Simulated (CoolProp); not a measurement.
Properties of dodecamethylcyclohexasiloxane (D6) along the isobar 1250 kPa.

Model: reference Helmholtz-energy equation of state, Colonna 2008, in CoolProp. It is a short technical equation, of lower accuracy than the large ones.

```
T (K)   phase  density (kg/m³)  cv (kJ/(kg K))  Joule-Thomson coefficient (K/MPa)  expansivity (1/kK)
-----  ------  ---------------  --------------  ---------------------------------  ------------------
525.6  liquid            706.5           1.833                            0.02753               1.978
533.5  liquid            695.3           1.845                            0.07200               2.067
541.4  liquid            683.8           1.858                             0.1228               2.167
549.2  liquid            672.0           1.870                             0.1804               2.281
557.1  liquid            659.7           1.883                             0.2482               2.413
565    liquid            646.8           1.895                             0.3278               2.566
572.8  liquid            633.6           1.907                             0.4211               2.743
580.7  liquid            619.5           1.919                             0.5347               2.955
588.5  liquid            604.8           1.931                             0.6715               3.207
596.4  liquid            589.0           1.943                             0.8432               3.517
604.3  liquid            572.0           1.954                              1.061               3.902
612.1  liquid            553.9           1.966                              1.339               4.384
620    liquid            533.7           1.978                              1.717               5.023
```
